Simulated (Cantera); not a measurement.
An isothermal, constant-pressure homogeneous reactor starts with 25.4 % H2, 74.6 % O2, at 1375 K and 0.0385 atm.

Computed with Cantera and GRI-Mech 3.0 (53 species, 325 reactions). Radical loss at walls, strong at low pressure, is not modelled. The temperature is held fixed by assumption; the heat of reaction is taken as removed at once.

x: mole fraction; the columns are a selection and need not sum to one.

| t (s) | x H2 | x O2 | x H2O | x O | x OH | x H | x HO2 |
|---|---|---|---|---|---|---|---|
| 2.00e-5 | 0.254 | 0.746 | 1.95e-7 | 1.25e-7 | 9.73e-8 | 2.52e-7 | … |
| 4.86e-5 | 0.254 | 0.746 | 4.12e-6 | 1.64e-6 | 1.25e-6 | 2.91e-6 | … |
| 0.000118 | 0.252 | 0.745 | 0.00122 | 0.000444 | 0.000336 | 0.000775 | … |
| 0.000287 | 0.0163 | 0.601 | 0.189 | 0.0927 | 0.0196 | 0.0812 | 1.84e-5 |
| 0.000697 | 0.0133 | 0.619 | 0.209 | 0.0785 | 0.0182 | 0.0614 | 1.96e-5 |
| 0.00169 | 0.00897 | 0.654 | 0.243 | 0.0483 | 0.0153 | 0.0300 | 2.10e-5 |
| 0.00412 | 0.00318 | 0.691 | 0.275 | 0.0160 | 0.00930 | 0.00570 | … |
| 0.0100 | 0.000580 | 0.705 | 0.287 | 0.00286 | 0.00399 | 0.000428 | … |
| 0.0243 | 9.82e-5 | 0.708 | 0.289 | 0.000485 | 0.00165 | 2.99e-5 | … |
| 0.0590 | 2.11e-5 | 0.709 | 0.290 | 0.000105 | 0.000773 | 3.04e-6 | … |
| 0.143 | 5.74e-6 | 0.709 | 0.290 | 2.89e-5 | 0.000405 | 4.36e-7 | … |
| 0.349 | 1.87e-6 | 0.709 | 0.290 | 9.49e-6 | 0.000232 | 8.21e-8 | 1.28e-7 |
| 0.847 | 7.89e-7 | 0.709 | 0.291 | 4.01e-6 | 0.000151 | 2.27e-8 | 1.28e-7 |
| 2.06 | 5.52e-7 | 0.709 | 0.291 | 2.81e-6 | 0.000126 | 1.33e-8 | 1.38e-7 |
| 5.00 | 5.38e-7 | 0.709 | 0.291 | 2.73e-6 | 0.000125 | 1.28e-8 | 1.38e-7 |

Task: Some entries are withheld; supply them.

Result: 
- 2.00e-5, x HO2: 1.82e-7
- 4.86e-5, x HO2: 4.49e-7
- 0.000118, x HO2: 3.11e-6
- 0.00412, x HO2: 1.78e-5
- 0.0100, x HO2: 7.97e-6
- 0.0243, x HO2: 2.15e-6
- 0.0590, x HO2: 5.86e-7
- 0.143, x HO2: 2.11e-7
